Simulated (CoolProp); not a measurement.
Properties of methanol along the isobar 3.08 MPa.

Model: reference Helmholtz-energy equation of state, de Reuck 1993, in CoolProp.

| T (K) | phase | cv (kJ/(kg K)) | fugacity coefficient |
|---|---|---|---|
| 309.1 | liquid | 2.169 | 0.009799 |
| 334.1 | liquid | 2.321 | 0.02888 |
| 359.1 | liquid | 2.480 | 0.07127 |
| 384.1 | liquid | 2.642 | 0.1523 |
| 409.1 | liquid | 2.804 | 0.2891 |
| 434.1 | liquid | 2.970 | 0.4963 |
| 484.1 | gas | 2.570 | 0.8394 |
| 509.1 | gas | 2.226 | 0.8743 |
| 534.1 | gas | 2.126 | 0.8983 |
| 559.1 | gas | 2.094 | 0.9152 |
| 584.1 | gas | 2.089 | 0.9272 |
